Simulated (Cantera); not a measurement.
Mixture: 14.7 % CO, 5.15 % H2, 16.8 % O2, 63.3 % N2, at 750 Torr, adiabatic and at constant pressure. Ignition delay is the time to a rise of 400 K.

Cantera simulation using GRI-Mech 3.0 (53 species, 325 reactions); the numbers are that mechanism's predictions, not measurements. Where the delays flatten at high temperature, the 400 K rule measures the pace of heat release, not the induction time.

Q: Predict: delay at 1125 K; delay at 1175 K; delay at 1225 K; delay at 1275 K; delay at 1325 K; delay at 1375 K; delay at 1425 K.

A: 
```json
{
 "delay at 1125 K": "0.135 ms",
 "delay at 1175 K": "0.106 ms",
 "delay at 1225 K": "87.9 µs",
 "delay at 1275 K": "76.4 µs",
 "delay at 1325 K": "68.8 µs",
 "delay at 1375 K": "63.7 µs",
 "delay at 1425 K": "60.5 µs"
}
```
